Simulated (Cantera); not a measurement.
# Hydrogen reduction and annealing atmospheres: TiO₂ + H₂

Input: 1 mol TiO₂, a varied amount of H₂, equilibrated at 1500 K and 1.00 Torr.

Method: chemical equilibrium by Gibbs-energy minimisation in Cantera with the NASA 1993 tables (ideal gas, pure condensed phases). Candidate condensed phases: H₂O, Ti, TiO, TiO₂, Ti₂O₃, Ti₃O₅, Ti₄O₇; 12 gas species. Mutual solubility and eutectic melting of coexisting phases are not modelled. Condensed phases not in the tables: Magnéli phases beyond Ti₄O₇. The numbers say what is thermodynamically allowed, not how fast it happens.

From 2.8 mol H₂ to 11 mol H₂ the condensed part is TiO₂(rutile) + Ti₄O₇(s). From 23 mol H₂ to 46 mol H₂ the condensed part is Ti₄O₇(s). From 93 mol H₂ to 760 mol H₂ the condensed part is Ti₃O₅(s).

```tsv
n(H₂) (mol)	log p H₂	log p H₂O	log p H	log p OH	n TiO₂(rutile)	n Ti₄O₇(s)	n Ti₃O₅(s)
2.8	-2.88	-4.68	-6.20	-9.53	0.823	0.0442	0
5.6	-2.88	-4.68	-6.20	-9.53	0.647	0.0883	0
11	-2.88	-4.68	-6.20	-9.53	0.306	0.174	0
23	-2.88	-4.84	-6.19	-9.70	0	0.250	0
46	-2.88	-5.14	-6.19	-10.00	0	0.250	0
93	-2.88	-5.32	-6.19	-10.18	0	0	0.333
190	-2.88	-5.63	-6.19	-10.49	0	0	0.333
380	-2.88	-5.93	-6.19	-10.79	0	0	0.333
760	-2.88	-6.23	-6.19	-11.09	0	0	0.333
```
log p: log10 of the partial pressure in bar; n: condensed amount in mol.
